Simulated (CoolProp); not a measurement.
Vapour pressure (MPa) of carbon dioxide: the reference equation beside estimates from Tc = 304.1 K, pc = 7.377 MPa, ω = 0.224. Clausius-Clapeyron is anchored at 249.5 K with a constant enthalpy of vaporisation of 12.78 kJ/mol.

Values from CoolProp's reference Helmholtz-energy equation of state, Span 1996.

```json
[
 {"T (K)": "222.6", "reference": "0.6672", "Lee-Kesler": "0.6681", "Clausius-Clapeyron": "0.8345", "Peng-Robinson": "0.6631"},
 {"T (K)": "231.5", "reference": "0.9448", "Lee-Kesler": "0.9451", "Clausius-Clapeyron": "1.088", "Peng-Robinson": "0.9370"},
 {"T (K)": "240.5", "reference": "1.305", "Lee-Kesler": "1.304", "Clausius-Clapeyron": "1.395", "Peng-Robinson": "1.293"},
 {"T (K)": "249.5", "reference": "1.757", "Lee-Kesler": "1.753", "Clausius-Clapeyron": "1.757", "Peng-Robinson": "1.743"},
 {"T (K)": "258.5", "reference": "2.315", "Lee-Kesler": "2.307", "Clausius-Clapeyron": "2.177", "Peng-Robinson": "2.300"},
 {"T (K)": "267.4", "reference": "2.984", "Lee-Kesler": "2.971", "Clausius-Clapeyron": "2.654", "Peng-Robinson": "2.972"},
 {"T (K)": "276.4", "reference": "3.795", "Lee-Kesler": "3.779", "Clausius-Clapeyron": "3.200", "Peng-Robinson": "3.790"},
 {"T (K)": "285.4", "reference": "4.759", "Lee-Kesler": "4.744", "Clausius-Clapeyron": "3.814", "Peng-Robinson": "4.765"},
 {"T (K)": "294.4", "reference": "5.899", "Lee-Kesler": "5.892", "Clausius-Clapeyron": "4.496", "Peng-Robinson": "5.914"}
]
```

Absolute difference from the reference over all 9 rows, mean and median: Lee-Kesler 0.2 and 0.2 %, Clausius-Clapeyron 13.7 and 15.2 %, Peng-Robinson 0.5 and 0.6 %.
